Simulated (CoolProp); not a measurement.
Computed with CoolProp (reference Helmholtz-energy equation of state, Schroeder 2014).

Problem. For ethanol, give the phase and the conductivity (mW/(m K)), fugacity coefficient at 564.7 K and 31.3 MPa.

Solution. 
- 564.7 K and 31.3 MPa: supercritical; conductivity 142, fugacity coefficient 0.375

Thermal conductivity comes from a separate model (Assael 2013).
